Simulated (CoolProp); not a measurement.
Saturation properties of CHF3 (R23) (Tc = 26.1 °C, pc = 4.832 MPa, ω = 0.263).

Values from CoolProp's reference Helmholtz-energy equation of state, Penoncello 2003.

| T (°C) | p (MPa) | enthalpy of vaporisation (kJ/kg) | liquid cp (kJ/(kg K)) | vapour Z | vapour viscosity (µPa s) |
|---|---|---|---|---|---|
| -92.55 | 0.05288 | 247.7 | 1.222 | 0.9718 | 8.89 |
| -85.95 | 0.08028 | 242.5 | 1.231 | 0.9632 | 9.26 |
| -79.25 | 0.1186 | 237.1 | 1.242 | 0.9529 | 9.62 |
| -72.65 | 0.1692 | 231.5 | 1.256 | 0.9409 | 9.98 |
| -66.05 | 0.2352 | 225.6 | 1.272 | 0.9270 | 10.3 |
| -59.45 | 0.3197 | 219.4 | 1.291 | 0.9111 | 10.7 |
| -52.85 | 0.4257 | 212.9 | 1.314 | 0.8931 | 11.1 |
| -46.15 | 0.5587 | 205.9 | 1.341 | 0.8725 | 11.4 |

It boils at -82.0 °C under 1 atm.

Viscosity comes from a separate model (Shan 2000).
